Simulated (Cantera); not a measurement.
What does this Cantera script print?

```python
import numpy as np
import cantera as ct

surf = ct.Interface("diamond.yaml", "diamond_100")
gas, bulk = surf.adjacent["gas"], surf.adjacent["diamond"]
k = surf.kinetics_species_index(bulk.species_names[0])
cover = ["c6HH", "c6H*", "c6*H", "c6**", "c6HM", "c6B"]

rows, drift = [], 0.0
print(f"{'P':>10s}{'um/h':>11s}" + "".join(f"{s:>11s}" for s in cover))
for v in [1400, 2200, 3200, 4800, 7200, 11000, 16000, 24000]:
    T, P, xH, xCH3 = 1150, v, 0.0013, 0.00013
    gas.TPX = T, P, {"H": xH, "CH3": xCH3, "CH4": 0.0027, "H2": 1 - xH - xCH3 - 0.0027}
    surf.TP = bulk.TP = T, P
    surf.coverages = "c6H*:0.1, c6HH:0.9"
    surf.advance_coverages(100.0)
    before = surf.coverages
    surf.advance_coverages(100.0)
    drift = max(drift, np.max(np.abs(surf.coverages - before) / (surf.coverages + 1e-9)))
    rate = surf.net_production_rates[k] * bulk.mean_molecular_weight / bulk.density * 3.6e9
    rows.append([rate, *surf[cover].coverages])
    print(f"{v:10.4g}{rate:11.4e}" + "".join(f"{x:11.3e}" for x in rows[-1][1:]))
```

Output:

```
         P       um/h       c6HH       c6H*       c6*H       c6**       c6HM        c6B
      1400 1.7536e-01  4.850e-01  3.238e-02  4.590e-01  1.981e-02  1.871e-03  4.759e-10
      2200 3.5467e-01  4.843e-01  3.233e-02  4.583e-01  1.977e-02  2.831e-03  9.624e-10
      3200 6.4770e-01  4.835e-01  3.227e-02  4.575e-01  1.974e-02  3.932e-03  1.758e-09
      4800 1.2528e+00  4.823e-01  3.219e-02  4.563e-01  1.969e-02  5.501e-03  3.400e-09
      7200 2.4147e+00  4.809e-01  3.209e-02  4.548e-01  1.962e-02  7.492e-03  6.552e-09
   1.1e+04 4.7148e+00  4.791e-01  3.197e-02  4.529e-01  1.954e-02  9.989e-03  1.279e-08
   1.6e+04 8.3251e+00  4.773e-01  3.185e-02  4.510e-01  1.946e-02  1.244e-02  2.259e-08
   2.4e+04 1.4940e+01  4.753e-01  3.173e-02  4.489e-01  1.938e-02  1.518e-02  4.054e-08
```

Cantera simulation using the Harris–Goodwin 1993 mechanism for the reconstructed diamond (100) surface; the numbers are that mechanism's predictions, not measurements.
